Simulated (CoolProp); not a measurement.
Tetradecamethylhexasiloxane (MD4M) along the isobar 101 kPa: Z from the reference equation and from simpler models built on Tc = 653.2 K, pc = 828.6 kPa, ω = 0.800; each cubic takes its own stable root.

The numbers come from the reference Helmholtz-energy equation of state, Thol 2019 in CoolProp.

```tsv
T (K)	phase	reference	van der Waals	Soave-Redlich-Kwong
329.2	liquid	0.01977	0.03692	0.02327
343	liquid	0.01927	0.03587	0.02253
356.7	liquid	0.01883	0.03493	0.02188
370.4	liquid	0.01843	0.03408	0.02129
384.2	liquid	0.01807	0.03332	0.02075
397.9	liquid	0.01775	0.03264	0.02028
411.7	liquid	0.01747	0.03205	0.01986
425.4	liquid	0.01722	0.8909	0.01949
439.2	liquid	0.01700	0.8994	0.01916
452.9	liquid	0.01681	0.9069	0.01889
466.6	liquid	0.01666	0.9136	0.01867
480.4	liquid	0.01653	0.9197	0.01850
494.1	liquid	0.01644	0.9251	0.01839
507.9	liquid	0.01639	0.9301	0.01834
521.6	liquid	0.01638	0.9345	0.01835
```

At some of these states van der Waals gives the other phase, because its saturation line lies elsewhere.
